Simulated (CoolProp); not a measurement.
Vapour-liquid equilibrium of carbon dioxide (1) + R22 (2) at 5.24 bar; x and y are mole fractions of (1).

Model: multi-fluid Helmholtz-energy mixture model, Span 1996 and Kamei 1995; pair parameters Bell 2016, in CoolProp.

| x | bubble temperature, mixture model (K) | bubble temperature, Raoult's law (K) | y, mixture model | y, Raoult's law |
|---|---|---|---|---|
| 0.05 | 268.8 | 266.5 | 0.201 | 0.278 |
| 0.15 | 258.2 | 254.3 | 0.494 | 0.584 |
| 0.25 | 249.3 | 245.6 | 0.678 | 0.740 |
| 0.35 | 242.0 | 239.1 | 0.792 | 0.829 |
| 0.45 | 236.0 | 233.9 | 0.865 | 0.886 |
| 0.55 | 231.1 | 229.6 | 0.912 | 0.924 |
| 0.65 | 227.0 | 226.0 | 0.944 | 0.950 |
| 0.75 | 223.5 | 223.0 | 0.966 | 0.969 |
| 0.85 | 220.6 | 220.3 | 0.983 | 0.984 |
| 0.95 | 218.0 | 217.9 | 0.995 | 0.995 |

The largest gap from Raoult's law is +3.9 K in bubble temperature, at x = 0.15. No azeotrope shows between x = 0.05 and 0.95.

The pair parameters rest on a limited set of measurements; away from them the model extrapolates.
